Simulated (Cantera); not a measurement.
An adiabatic, constant-volume homogeneous reactor starts with CH4 : CO : O2 : N2 = 1 : 0.23 : 1.41 : 5.3 (molar parts), at 1475 K and 0.600 bar. Integrator tolerance rtol = 1e-08.

Computed with Cantera and GRI-Mech 3.0 (53 species, 325 reactions).

### Question
What does this change do: initial temperature 1475 to 1200 K?

### Answer
| quantity | before | after |
|---|---|---|
| time of steepest temperature rise | 2.60 ms | 98.6 ms |
| temperature at 0.300 s | 2866 K | 2778 K |
| equilibrium temperature | 2866 K | 2778 K |
| x(CH4) at 0.300 s | <1e-12 (gas-phase equilibrium <1e-12) | <1e-12 (gas-phase equilibrium <1e-12) |
| x(CO) at 0.300 s | 0.107 (gas-phase equilibrium 0.107) | 0.105 (gas-phase equilibrium 0.105) |
| x(O2) at 0.300 s | 0.00310 (gas-phase equilibrium 0.00310) | 0.00160 (gas-phase equilibrium 0.00160) |
| x(H2O) at 0.300 s | 0.144 (gas-phase equilibrium 0.144) | 0.154 (gas-phase equilibrium 0.154) |
| x(CH2CO) at 0.300 s | <1e-12 (gas-phase equilibrium <1e-12) | <1e-12 (gas-phase equilibrium <1e-12) |

### Question
What does this change do: pressure from 0.600 bar to 1.01 bar?

### Answer
```csv
quantity,before,after
time of steepest temperature rise,2.60 ms,1.78 ms
temperature at 0.300 s,2866 K,2911 K
equilibrium temperature,2866 K,2911 K
x(CH4) at 0.300 s,<1e-12 (gas-phase equilibrium <1e-12),<1e-12 (gas-phase equilibrium <1e-12)
x(CO) at 0.300 s,0.107 (gas-phase equilibrium 0.107),0.107 (gas-phase equilibrium 0.107)
x(O2) at 0.300 s,0.00310 (gas-phase equilibrium 0.00310),0.00263 (gas-phase equilibrium 0.00263)
x(H2O) at 0.300 s,0.144 (gas-phase equilibrium 0.144),0.147 (gas-phase equilibrium 0.147)
x(CH2CO) at 0.300 s,<1e-12 (gas-phase equilibrium <1e-12),<1e-12 (gas-phase equilibrium <1e-12)
```
